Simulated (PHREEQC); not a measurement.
A PHREEQC speciation (Pitzer model, pitzer.dat) at 25 °C gives pH -1.07 and these molalities:

```json
[
 {"species": "H+", "mol/kgw": "3.58"},
 {"species": "HSO4-", "mol/kgw": "2.22"},
 {"species": "SO4-2", "mol/kgw": "0.682"}
]
```

Q: What are the element totals, and what could have been dissolved in 1 kg of water to give them?

A: One answer among several that fit: totals S(6) 2.90 mol/kgw, from 2.9 mol/kgw H2SO4.

No solid was allowed to form. In brines, pH and single-ion activities rest on the MacInnes convention.
